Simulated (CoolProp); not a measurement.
Values from CoolProp's reference Helmholtz-energy equation of state, Eisenbach 2021.

Q: For propylene glycol, give the phase and the density (kg/m³), cp (kJ/(kg K)), cv (kJ/(kg K)), expansivity (1/kK) at 92.95 °C and 7.81 bar; 92.95 °C and 54.7 bar; 92.95 °C and 70.3 bar.

A: 
- 92.95 °C and 7.81 bar: liquid; density 979, cp 2.87, cv 2.48, expansivity 0.843
- 92.95 °C and 54.7 bar: liquid; density 982, cp 2.86, cv 2.48, expansivity 0.826
- 92.95 °C and 70.3 bar: liquid; density 983, cp 2.86, cv 2.48, expansivity 0.821
